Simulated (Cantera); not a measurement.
An isothermal, constant-pressure homogeneous reactor starts with CH₄ : N₂ = 1 : 5.5 (molar parts), at 1475 K and 8200 Pa.

Computed with Cantera and GRI-Mech 3.0 (53 species, 325 reactions). GRI-Mech 3.0 stops at C3 and has no aromatics, soot or wall deposition, so with more carbon than oxygen in the feed, carbon stays in small species such as C2H2 where larger ones or solid carbon would form.

x: mole fraction; the columns are a selection and need not sum to one.

| t (s) | x CH₄ | x C₂H₆ | x H | x CH₂ | x H₂ | x C₂H₄ | x C₂H |
|---|---|---|---|---|---|---|---|
| 1.00e-6 | 0.154 | <1e-12 | 2.64e-9 | <1e-12 | 3.13e-10 | <1e-12 | <1e-12 |
| 5.76e-6 | 0.154 | <1e-12 | 9.45e-9 | <1e-12 | 7.56e-9 | <1e-12 | <1e-12 |
| 3.32e-5 | 0.154 | <1e-12 | 1.29e-8 | <1e-12 | (withheld) | <1e-12 | <1e-12 |
| 0.000191 | 0.154 | 3.33e-11 | 1.29e-8 | <1e-12 | 5.52e-7 | 1.59e-11 | <1e-12 |
| 0.00110 | 0.154 | 6.41e-9 | 1.30e-8 | 1.14e-11 | 3.25e-6 | 3.78e-9 | <1e-12 |
| 0.00635 | 0.154 | 9.86e-7 | 1.59e-8 | 3.25e-10 | 2.01e-5 | 6.98e-7 | <1e-12 |
| 0.0366 | 0.153 | (withheld) | (withheld) | (withheld) | (withheld) | (withheld) | <1e-12 |
| 0.211 | 0.148 | 0.000201 | 6.83e-7 | 1.55e-8 | 0.00595 | 0.00168 | 1.40e-10 |
| 1.21 | 0.119 | 8.52e-5 | 3.21e-6 | 9.02e-9 | 0.0443 | 0.00141 | 1.60e-9 |
| 7.00 | 0.0608 | 1.79e-5 | 8.17e-6 | 4.37e-9 | 0.120 | 0.000402 | 4.35e-9 |

Problem. What belongs in the gaps?

Solution. 
- 3.32e-5, x H₂: 8.51e-8
- 0.0366, x C₂H₆: 4.22e-5
- 0.0366, x H: 6.03e-8
- 0.0366, x CH₂: 4.04e-9
- 0.0366, x H₂: 0.000245
- 0.0366, x C₂H₄: 6.58e-5
